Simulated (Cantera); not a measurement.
A Cantera script and what it prints.

```python
import numpy as np
import cantera as ct

gas_names = [...]  # 148 gases of nasa_gas.yaml made of Al, C, H, N, O
cond_names = """
    AL(cr) AL(L) ALN(s) AL2O3(a) AL2O3(L) C(gr) C6H6(L) C7H8(L) C8H18(L),n-octa H2O(s) H2O(L)
""".split()


# ... load() reads the species with a 1 bar reference pressure and builds the phases ...
atoms = {
    'Al(CH3)3': {'AL': 1, 'C': 3, 'H': 9},
    'H2O': {'H': 2, 'O': 1},
    'N2': {'N': 2},
}
top_T = {'ALN(s)': 2750, 'C(gr)': 4500}  # K; cautious upper limits of use, not melting points


# ... equilibrate(T, P, feed) seeds the gas with the atoms and calls Mixture.equilibrate('TP', solver="vcs", rtol=1e-11, max_steps=5000) ...
results = []
feed = {'Al(CH3)3': 1, 'H2O': 0.85, 'N2': 990}  # mol
P = 99000  # Pa
for T in [973, 1073, 1173, 1273, 1373, 1473, 1573, 1673, 1773, 1873, 1973, 2073]:
    mix = equilibrate(T, P, feed)
    results.append((T, P, feed, dict(zip(mix.species_names, mix.species_moles))))

top = {s: max(r[3][s] / sum(r[3][g] for g in gas_names) for r in results) for s in gas_names}
cols = sorted((s for s in top if top[s] > 1e-05), key=lambda s: -top[s])[:9]
seen = [c for c in cond_names if any(r[3].get(c, 0) > 1e-12 for r in results)]
print("log10 of partial pressures in bar; condensed amounts in mol")
print(f"{'T/K':>10s}" + "".join(f"{s[:9]:>10s}" for s in cols + seen))
for T, P, feed, n in results:
    ng = sum(n[g] for g in gas_names)
    print(f"{T:10.4g}" + "".join(f"{np.log10(max(n[s] / ng * P / 1e5, 1e-99)):10.3f}" for s in cols)
          + "".join(f"{n.get(c, 0):10.4g}" for c in seen))
```

It prints:

```
log10 of partial pressures in bar; condensed amounts in mol
       T/K        N2        H2       HCN        CO         H       HNC        AL    ALN(s)  AL2O3(a)     C(gr)
       973    -0.007    -2.275    -6.619    -6.204   -10.103    -9.537   -22.288    0.4338    0.2831     2.995
      1073    -0.007    -2.274    -5.952    -5.040    -8.991    -8.567   -19.072    0.4394    0.2803     2.988
      1173    -0.007    -2.274    -5.401    -4.078    -8.066    -7.764   -16.410    0.4894    0.2553     2.911
      1273    -0.007    -2.275    -4.938    -3.270    -7.284    -7.087   -14.170    0.7931    0.1034     2.448
      1373    -0.007    -2.275    -4.543    -3.073    -6.615    -6.511   -12.260         1         0     2.121
      1473    -0.007    -2.277    -4.202    -3.073    -6.036    -6.013   -10.612         1         0     2.086
      1573    -0.007    -2.279    -3.906    -3.073    -5.531    -5.581    -9.177         1         0     2.022
      1673    -0.007    -2.284    -3.647    -3.073    -5.086    -5.201    -7.915         1         0     1.916
      1773    -0.007    -2.291    -3.419    -3.073    -4.692    -4.867    -6.798    0.9998         0     1.751
      1873    -0.007    -2.303    -3.218    -3.073    -4.342    -4.571    -5.803    0.9984         0     1.511
      1973    -0.007    -2.320    -3.042    -3.073    -4.030    -4.309    -4.910    0.9874         0     1.177
      2073    -0.007    -2.344    -2.887    -3.073    -3.752    -4.077    -4.104    0.9196         0    0.7399
```

Method: chemical equilibrium by Gibbs-energy minimisation in Cantera with the NASA 1993 tables (ideal gas, pure condensed phases). The feed counts by its element totals alone. Mutual solubility and eutectic melting of coexisting phases are not modelled. Condensed phases not in the tables: aluminium oxynitride.
